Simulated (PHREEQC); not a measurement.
Solution (25 °C): 0.17 mol/kgw ZnSO4 and 0.085 mol/kgw HCl. Closed to the air; pH follows from the charge balance.

All values are PHREEQC results (ion-association model, phreeqc.dat), not measurements.

### Question
The ionic strength comes out as 0.406 mol/kgw. What activity coefficients do Zn(SO4)2-2, ZnCl+, HSO4-, Cl-, ZnCl4-2 get?

### Answer
Zn(SO4)2-2 0.28, ZnCl+ 0.67, HSO4- 0.73, Cl- 0.66, ZnCl4-2 0.23.

Precipitation was switched off in this run. Species that the database lacks are ignored.
